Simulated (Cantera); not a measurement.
A closed system holds: 1 mol V, 41 mol N₂, equilibrated at 2273 K.

Equilibrium computed with Cantera from the NASA thermochemical tables; the gas is ideal and each condensed phase is pure. Candidate condensed phases: V, VN; 4 gas species. VN: taken at fixed stoichiometry. Condensed phases not in the tables: V₂N, N, O or C dissolved in the metal. Kinetics and transport are ignored.

x: gas mole fraction; n: condensed amount in mol.

```csv
P (Pa),x N₂,x V,x N,x VN,n V(l),n VN(s)
0.100,0.976,0.0238,2.86e-5,3.73e-8,0,0
1,0.976,0.0238,9.05e-6,1.18e-7,0,0
10,0.976,0.0238,(withheld),(withheld),0,0
100,0.976,0.0238,(withheld),(withheld),0,0
1000,0.992,0.00820,2.89e-7,1.30e-6,0.661,0
10000,0.999,0.000534,9.16e-8,2.68e-7,0,0.978
100000,1.000,1.69e-5,2.90e-8,2.68e-8,0,0.999
1000000,1.000,5.34e-7,9.16e-9,2.68e-9,0,1.000
```

Fill in the missing entries.


- 10, x N: 2.86e-6
- 10, x VN: 3.73e-7
- 100, x N: 9.05e-7
- 100, x VN: 1.18e-6
